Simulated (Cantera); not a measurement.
Charge: 1 mol toluene, 0.01 mol NH3, equilibrated at 1573.15 K.

These are equilibrium values from Cantera (NASA tables, ideal gas, pure condensed phases), not measurements of a reactor. Candidate condensed phases: C, C6H6, C7H8, C8H18; 92 gas species. The ideal-gas law is rough above about 30 bar. The numbers say what is thermodynamically allowed, not how fast it happens.

x: gas mole fraction; n: condensed amount in mol.

```
P (Pa)     x H2     x CH4         x H     x N2  n C(graphite)
--------  -----  --------  ----------  -------  -------------
10        0.995   1.81e-7  (withheld)  0.00121           7.00
56        0.997   1.02e-6  (withheld)  0.00121           7.00
320       0.998   5.84e-6  (withheld)  0.00121           7.00
1800      0.998   3.29e-5  (withheld)  0.00121           7.00
10000     0.998  0.000183  (withheld)  0.00121           7.00
56000     0.998   0.00102  (withheld)  0.00121           7.00
320000    0.993   0.00578  (withheld)  0.00122           6.98
1800000   0.968    0.0309  (withheld)  0.00124           6.88
10000000  0.862     0.136  (withheld)  0.00131           6.52
```

**Question.** What belongs in the gaps?

**Answer.** 
- 10, x H: 0.00406
- 56, x H: 0.00172
- 320, x H: 0.000719
- 1800, x H: 0.000303
- 10000, x H: 0.000129
- 56000, x H: 5.44e-5
- 320000, x H: 2.27e-5
- 1800000, x H: 9.44e-6
- 10000000, x H: 3.78e-6
